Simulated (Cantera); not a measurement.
# Stirred combustor or abatement burner

A perfectly stirred reactor is fed with 13.2 % CH₄, 0.410 % C₂H₆, 16.4 % O₂, 61.6 % N₂, 8.33 % CO₂, equivalence ratio 1.7, at 1.00 bar; it is adiabatic with a 700 K inlet, and is followed from long to short residence time, starting on the burning branch (τ in s: 0.066, 0.029, 0.013, 0.0055, 0.0024, 0.001, 0.00046, 0.0002, 8.7e-05, 3.8e-05, 1.7e-05, 7.2e-06, 3.2e-06).

Detailed kinetics in Cantera: GRI-Mech 3.0 (53 species, 325 reactions).

```
τ (s)    T (K)    x CH₄    x C₂H₆      x O₂   x H₂O   x CO₂    x C₂H   x CH₂CO
-------  -----  -------  --------  --------  ------  ------  -------  --------
0.066     1906  0.00243   1.95e-6  0.000488   0.175  0.0740  1.00e-7   1.03e-5
0.029     1906  0.00315   4.33e-6  0.000923   0.175  0.0753  1.80e-7   1.95e-5
0.013     1902  0.00391   9.14e-6   0.00168   0.176  0.0764  2.89e-7   3.39e-5
0.0055    1890  0.00497   2.05e-5   0.00320   0.175  0.0777  4.31e-7   5.84e-5
0.0024    1865  0.00671   4.94e-5   0.00619   0.172  0.0793  5.53e-7  0.000101
0.0010    1784   0.0126  0.000210    0.0162   0.159  0.0829  4.44e-7  0.000247
0.00046    700    0.132   0.00410     0.164  <1e-12  0.0833   <1e-12    <1e-12
0.00020    700    0.132   0.00410     0.164  <1e-12  0.0833   <1e-12    <1e-12
8.7e-5     700    0.132   0.00410     0.164  <1e-12  0.0833   <1e-12    <1e-12
3.8e-5     700    0.132   0.00410     0.164  <1e-12  0.0833   <1e-12    <1e-12
1.7e-5     700    0.132   0.00410     0.164  <1e-12  0.0833   <1e-12    <1e-12
7.2e-6     700    0.132   0.00410     0.164  <1e-12  0.0833   <1e-12    <1e-12
3.2e-6     700    0.132   0.00410     0.164  <1e-12  0.0833   <1e-12    <1e-12
```
x: mole fraction; the columns are a selection and need not sum to one.
